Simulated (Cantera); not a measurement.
Cantera with NASA thermochemical tables; ideal gases at 1 bar, condensed phases pure. Values are per mole of reaction as written; species without (g) are pure solids or liquids, kept so even where they would boil at 1 bar.

2 Cl(g) + Pb = PbCl2

| T (K) | ΔH° (kJ) | ΔS° (J/K) | ΔG° (kJ) | log10 K |
|---|---|---|---|---|
| 873 | -576.7 | -225.8 | -379.6 | 22.71 |
| 898 | -575.7 | -224.7 | -373.9 | 21.75 |
| 923 | ___ | ___ | ___ | ___ |
| 948 | ___ | ___ | ___ | ___ |
| 973 | -572.9 | -221.7 | -357.2 | 19.18 |
| 998 | -572.0 | -220.8 | -351.7 | 18.41 |

Some entries are withheld; supply them.


- 923, ΔH° (kJ): -574.8
- 923, ΔS° (J/K): -223.7
- 923, ΔG° (kJ): -368.3
- 923, log10 K: 20.84
- 948, ΔH° (kJ): -573.9
- 948, ΔS° (J/K): -222.7
- 948, ΔG° (kJ): -362.8
- 948, log10 K: 19.99
